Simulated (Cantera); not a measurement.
A perfectly stirred reactor is fed with CH4 : H2 : O2 : N2 : H2O = 1 : 0.86 : 3.98 : 15 : 4.8 (molar parts), at 14.0 bar; it is adiabatic with a 725 K inlet, and is followed from long to short residence time, starting on the burning branch (τ in s: 0.1, 0.045, 0.02, 0.0086, 0.0038, 0.0017, 0.00073, 0.00032, 0.00014, 6.2e-05, 2.7e-05, 1.2e-05, 5.2e-06).

Detailed kinetics in Cantera: GRI-Mech 3.0 (53 species, 325 reactions). The pressure lies above the range GRI-Mech 3.0 was tuned for (to about 10 atm).

**Question.** What does this change do: pressure from 14.0 bar to 3.30 bar?

**Answer.** 
```
quantity                                                                        before                                after
------------------------------------------------  ------------------------------------  -----------------------------------
blow-out, bracketed by the residence times tried  burning at 0.320 ms, out at 0.140 ms  burning at 0.140 ms, out at 62.0 µs
x(CH4) at τ = 0.100 s                                                          2.42e-6                              5.25e-6
x(H2) at τ = 0.100 s                                                           2.13e-5                              6.29e-5
x(O2) at τ = 0.100 s                                                            0.0614                               0.0614
x(HCO) at τ = 0.100 s                                                         7.51e-10                              2.67e-9
x(C2H2) at τ = 0.100 s                                                        7.07e-10                              2.32e-9
x(CH4) at τ = 0.730 ms                                                        0.000162                             0.000164
x(H2) at τ = 0.730 ms                                                         0.000475                              0.00121
x(O2) at τ = 0.730 ms                                                           0.0627                               0.0629
x(HCO) at τ = 0.730 ms                                                         1.04e-7                              3.96e-7
x(C2H2) at τ = 0.730 ms                                                        1.16e-6                              2.27e-7
```
